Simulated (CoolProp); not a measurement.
Properties of cis-2-butene along the isotherm 525 K (Tc = 435.8 K, pc = 4.236 MPa, ω = 0.202).

Values from CoolProp's reference Helmholtz-energy equation of state, Lemmon 2005. It is a short technical equation, of lower accuracy than the large ones.

```
p (MPa)          phase       Z  cp (kJ/(kg K))  expansivity (1/kK)
-------  -------------  ------  --------------  ------------------
2.65               gas  0.8772           2.452               2.951
5.3      supercritical  0.7461           2.760               4.880
7.94     supercritical  0.6262           3.259               7.604
10.6     supercritical  0.5614           3.532               8.036
13.2     supercritical  0.5653           3.386               6.142
15.9     supercritical  0.6024           3.221               4.674
18.5     supercritical  0.6500           3.113               3.812
21.2     supercritical  0.7041           3.037               3.232
23.8     supercritical  0.7583           2.984               2.843
26.5     supercritical  0.8154           2.942               2.546
29.1     supercritical  0.8706           2.911               2.326
31.8     supercritical  0.9280           2.885               2.144
34.4     supercritical  0.9830           2.864               2.001
37.1     supercritical   1.040           2.846               1.877
39.7     supercritical   1.094           2.832               1.775
42.4     supercritical   1.151           2.819               1.685
```
